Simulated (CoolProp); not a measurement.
A single-stage vapour-compression cycle with R1336mzz(Z): evaporating at 285.15 K (dew point), condensing at 339.15 K (bubble point), superheat 8 K, subcooling 2 K, compressor efficiency 0.85, no pressure losses. Each further row changes one setting.

The numbers come from the reference Helmholtz-energy equation of state, McLinden 2020 in CoolProp.

| case | cooling COP | pressure ratio | discharge temperature (K) | refrigerating effect (kJ/kg) | volumetric capacity (kJ/m³) |
|---|---|---|---|---|---|
| as stated | 3.47 | 6.80 | 339.1 | 116 | 344 |
| evaporating temperature 290.15 K | 4.01 | 5.49 | 339.1 | 120 | 435 |
| condensing temperature 334.15 K | 3.96 | 5.87 | 334.2 | 123 | 364 |
| subcooling 7 K | 3.66 | 6.80 | 339.1 | 123 | 364 |
| superheat 18 K | 3.57 | 6.80 | 347.9 | 125 | 356 |
| compressor efficiency 0.75 | 3.06 | 6.80 | 342.4 | 116 | 344 |

The compression ends wet for: as stated; evaporating temperature 290.15 K; subcooling 7 K.
